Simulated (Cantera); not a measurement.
Feed: 1 mol CF₄, 0.29 mol Si, 0.017 mol F₂, at 1850 °C and 0.00133 bar.

Cantera equilibrium calculation (NASA polynomials, part measured and part estimated; ideal gas, pure solids and liquids). Candidate condensed phases: C, Si, SiC; 23 gas species. The tables' values for SiF₃ are old estimates; treat these amounts as uncertain. Gases not in the tables: C₂F₆ and larger saturated fluorocarbons. Kinetics and transport are ignored.

Base state: CF₂ 0.330, F 0.315, CF₄ 0.172, SiF₄ 0.171, CF₃ 0.00889, CF 0.00259, SiF₃ 0.000104 (mole fractions); condensed: C(graphite).

Problem. What changes in the equilibrium state with this change: pressure from 0.00133 bar to 0.000450 bar?

Solution. 
```
species             before     after
----------------  --------  --------
F                    0.315     0.514
CF₂                  0.330     0.297
SiF₄                 0.171     0.133
CF₄                  0.172    0.0471
CF₃                0.00889   0.00441
CF                 0.00259   0.00422
SiF₃              0.000104  0.000147
C(graphite), mol     0.128     0.228
```
